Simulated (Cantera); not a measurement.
# Adiabatic ignition

An adiabatic, constant-pressure homogeneous reactor starts with 20.1 % CO, 1.15 % H₂, 1.49 % CH₄, 16.2 % O₂, 61.0 % N₂, equivalence ratio 0.84, at 1175 K and 500000 Pa.

Detailed kinetics in Cantera: GRI-Mech 3.0 (53 species, 325 reactions).

| t (s) | T (K) | x CO | x H₂ | x CH₄ | x CH₂ | x H | x C₂H | x H₂O₂ |
|---|---|---|---|---|---|---|---|---|
| 7.00e-6 | 1175 | 0.201 | 0.0115 | 0.0149 | <1e-12 | 5.26e-9 | <1e-12 | 6.60e-11 |
| 2.96e-5 | 1175 | 0.201 | 0.0115 | 0.0149 | <1e-12 | 2.40e-8 | <1e-12 | 2.41e-9 |
| 0.000125 | 1179 | 0.201 | 0.0114 | 0.0147 | 4.54e-9 | 8.16e-6 | <1e-12 | 4.41e-6 |
| 0.000528 | 2712 | 0.0425 | 0.00128 | <1e-12 | <1e-12 | 0.000964 | <1e-12 | 2.01e-7 |
| 0.00223 | 2701 | 0.0422 | 0.00129 | <1e-12 | <1e-12 | 0.000921 | <1e-12 | 1.89e-7 |
| 0.00942 | 2698 | 0.0422 | 0.00129 | <1e-12 | <1e-12 | 0.000911 | <1e-12 | 1.86e-7 |
| 0.0398 | 2698 | 0.0422 | 0.00129 | <1e-12 | <1e-12 | 0.000911 | <1e-12 | 1.86e-7 |
| 0.168 | 2698 | 0.0422 | 0.00129 | <1e-12 | <1e-12 | 0.000911 | <1e-12 | 1.86e-7 |
| 0.710 | 2698 | 0.0422 | 0.00129 | <1e-12 | <1e-12 | 0.000911 | <1e-12 | 1.86e-7 |
| 3.00 | 2698 | 0.0422 | 0.00129 | <1e-12 | <1e-12 | 0.000911 | <1e-12 | 1.86e-7 |
x: mole fraction; the columns are a selection and need not sum to one.

| Item | Result |
|---|---|
| time of steepest temperature rise | 0.233 ms |
| temperature at 3.00 s | 2698 K |
| equilibrium temperature | 2698 K |
| x(CO) at 3.00 s | 0.0422 (gas-phase equilibrium 0.0422) |
| x(H₂) at 3.00 s | 0.00129 (gas-phase equilibrium 0.00129) |
| x(CH₄) at 3.00 s | <1e-12 (gas-phase equilibrium <1e-12) |
